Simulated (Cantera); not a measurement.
A perfectly stirred reactor is fed with 0.880 % H₂, 58.7 % O₂, 40.5 % N₂, equivalence ratio 0.0075, at 6.00 Torr; it is held at 1200 K, and followed from long to short residence time.

Cantera simulation using the H2/O2 subset of GRI-Mech 3.0, which has no nitrogen chemistry; the numbers are that mechanism's predictions, not measurements. Radical loss at walls, strong at low pressure, is not modelled.

One state of this run: x H₂ = 0.000658; x O₂ = 0.580; x H₂O₂ = 2.03e-8; x OH = 0.00102; x HO₂ = 6.00e-7; x H = 0.000693; x H₂O = 0.00729. x: mole fraction; the columns are a selection and need not sum to one.

Problem. Which value of τ (s) does it belong to?
A) 4.1
B) 0.031
C) 0.22
D) 11

Solution. B, 0.031
